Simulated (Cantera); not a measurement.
Input (Python, Cantera) and output of one run.

```python
import numpy as np
import cantera as ct

gas_names = """
    C CH CH2 CH3 CH2OH CH3O CH4 CH3OH CO CO2 COOH C2 C2H CHCO,ketyl C2H2,acetylene C2H2,vinylidene
    CH2CO,ketene C2H3,vinyl CH3CO,acetyl C2H4 C2H4O,ethylen CH3CHO,ethanal CH3COOH (HCOOH)2 C2H5 C2H6
    CH3OCH3 C2H5OH C2O C3 C3H3,propargyl C3H4,allene C3H4,propyne C3H4,cyclo- C3H5,allyl C3H6,propylene
    C3H6,cyclo- C3H6O C3H7,n-propyl C3H7,i-propyl C3H8 C3H8O,1propanol C3H8O,2propanol C3O2 C4 C4H2
    C4H4,1,3-cyclo- C4H6,butadiene C4H6,2-butyne C4H6,cyclo- C4H8,1-butene C4H8,cis2-buten
    C4H8,tr2-butene C4H8,isobutene C4H8,cyclo- (CH3COOH)2 C4H9,n-butyl C4H9,i-butyl C4H9,s-butyl
    C4H9,t-butyl C4H10,isobutane C4H10,n-butane C5 C5H6,1,3cyclo- C5H8,cyclo- C5H10,1-pentene
    C5H10,cyclo- C5H11,pentyl C5H11,t-pentyl C5H12,n-pentane C5H12,i-pentane CH3C(CH3)2CH3 C6H2
    C6H5,phenyl C6H5O,phenoxy C6H6 C6H5OH,phenol C6H10,cyclo- C6H12,1-hexene C6H12,cyclo- C6H13,n-hexyl
    C7H7,benzyl C7H8 C7H8O,cresol C7H14,1-heptene C7H15,n-heptyl C7H16,n-heptane C8H8,styrene
    C8H10,ethylbenz C8H16,1-octene C8H17,n-octyl C8H18,isooctane C8H18,n-octane C9H19,n-nonyl
    C10H8,naphthale C10H21,n-decyl C12H9,o-bipheny C12H10,bipheny H HCO HO2 H2 HCHO,formaldehy HCOOH H2O
    H2O2 Mg MgH MgO MgOH MgO2H2 Mg2 O OH O2 O3
""".split()
cond_names = """
    C(gr) C6H6(L) C7H8(L) C8H18(L),n-octa H2O(s) H2O(L) Mg(cr) Mg(L) MgCO3(s) MgO(s) MgO(L) MgO2H2(s)
""".split()


def load(file, names, dense=False):
    # The tables refer to 1 bar. Condensed volumes are neglected.
    table = {s.name: s for s in ct.Species.list_from_file(file)}
    out = []
    for n in names:
        d = dict(table[n].input_data)
        d["thermo"] = dict(d["thermo"], **{"reference-pressure": 1e5})
        if dense:
            d["equation-of-state"] = {"model": "constant-volume", "density": "1e6 g/cm^3"}
        out.append(ct.Species.from_dict(d))
    return out


gas = ct.Solution(thermo="ideal-gas", species=load("nasa_gas.yaml", gas_names))
cond = {s.name: ct.Solution(thermo="fixed-stoichiometry", species=[s], name=s.name)
        for s in load("nasa_condensed.yaml", cond_names, dense=True)}
atoms = {
    'MgCO3': {'Mg': 1, 'C': 1, 'O': 3},
    'O2': {'O': 2},
    'H2O': {'H': 2, 'O': 1},
}
top_T = {'C(gr)': 4500}  # K; cautious upper limits of use, not melting points


def equilibrate(T, P, feed):
    n = {}
    for name, mol in feed.items():
        for a, k in atoms[name].items():
            n[a] = n.get(a, 0.0) + k * mol
    gas.TPX = T, P, n
    mass = sum(n.values()) * gas.mean_molecular_weight
    gas.equilibrate("TP")
    valid = [c for c in cond.values() if c.min_temp <= T <= top_T.get(c.name, c.max_temp)]
    mix = ct.Mixture([(gas, mass / gas.mean_molecular_weight)] + [(c, 0.0) for c in valid])
    mix.T, mix.P = T, P
    mix.equilibrate("TP", solver="vcs", rtol=1e-11, max_steps=5000)
    return mix


results = []
feed = {'MgCO3': 1, 'O2': 3.8, 'H2O': 6.5}  # mol
T = 625  # K
P = 40000  # Pa
mix = equilibrate(T, P, feed)
results.append((T, P, feed, dict(zip(mix.species_names, mix.species_moles))))
print(gas.report(threshold=0.0001))
for i in range(1, mix.n_phases):
    print(f"{mix.phase(i).name:16s} {mix.phase_moles(i):12.5e} mol")
```

It prints:

```
       temperature   625 K
          pressure   40000 Pa
           density   0.19257 kg/m^3
  mean mol. weight   25.018 kg/kmol
   phase of matter   gas

                          1 kg             1 kmol
                     ---------------   ---------------
          enthalpy       -6.5048e+06       -1.6273e+08  J
   internal energy       -6.7125e+06       -1.6793e+08  J
           entropy            9465.1        2.3679e+05  J/K
    Gibbs function       -1.2421e+07       -3.1073e+08  J
 heat capacity c_p            1445.9             36174  J/K
 heat capacity c_v            1113.6             27859  J/K

                      mass frac. Y      mole frac. X     chem. pot. / RT
                     ---------------   ---------------   ---------------
               CO2           0.15567          0.088496           -105.85
               H2O           0.41421           0.57522           -71.611
                O2           0.43011           0.33628           -27.467
     [ +113 minor]        2.8609e-12        3.7304e-12

C(gr)             0.00000e+00 mol
Mg(cr)            0.00000e+00 mol
MgCO3(s)          0.00000e+00 mol
MgO(s)            1.00000e+00 mol
MgO2H2(s)         0.00000e+00 mol
```

Method: chemical equilibrium by Gibbs-energy minimisation in Cantera with the NASA 1993 tables (ideal gas, pure condensed phases).
